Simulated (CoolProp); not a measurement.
500 sccm (0 °C, 1 atm) of nitrogen bubbles through liquid o-xylene at 307.6 K and leaves saturated at a total pressure of 0.0127 MPa (ideal gas phase). Each further row changes one setting.

The numbers come from the reference Helmholtz-energy equation of state, Zhou 2012 in CoolProp.

| case | vapour pressure (kPa) | mole fraction of vapour | delivery (mg/min) | delivery (sccm) | change of delivery for a bath 1 K warmer (%) |
|---|---|---|---|---|---|
| as stated | 1.53 | … | … | 68.5 | … |
| bath temperature 312.6 K | … | 0.158 | 443 | 93.6 | 6.5 |
| total pressure 0.0254 MPa | 1.53 | … | 152 | … | … |

**Question.** Fill in the missing entries.

**Answer.** 
- as stated, mole fraction of vapour: 0.121
- as stated, delivery (mg/min): 325
- as stated, change of delivery for a bath 1 K warmer (%): 6.4
- bath temperature 312.6 K, vapour pressure (kPa): 2.00
- total pressure 0.0254 MPa, mole fraction of vapour: 0.0603
- total pressure 0.0254 MPa, delivery (sccm): 32.1
- total pressure 0.0254 MPa, change of delivery for a bath 1 K warmer (%): 6.0
